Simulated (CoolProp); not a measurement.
Methane at 240.04 K and 11.3 MPa is compressed adiabatically to 47.8 MPa with isentropic efficiency 0.9. Each further row changes one setting.

Computed with CoolProp (reference Helmholtz-energy equation of state, Setzmann 1991).

| case | work (kJ/kg) | final temperature (K) | final density (kg/m³) |
|---|---|---|---|
| as stated | 195 | 326.1 | 245 |
| efficiency 1 | 175 | [?] | 250 |
| efficiency 0.65 | 270 | [?] | [?] |

What belongs in the gaps?


- efficiency 1, final temperature (K): 320.1
- efficiency 0.65, final temperature (K): 349.3
- efficiency 0.65, final density (kg/m³): 229
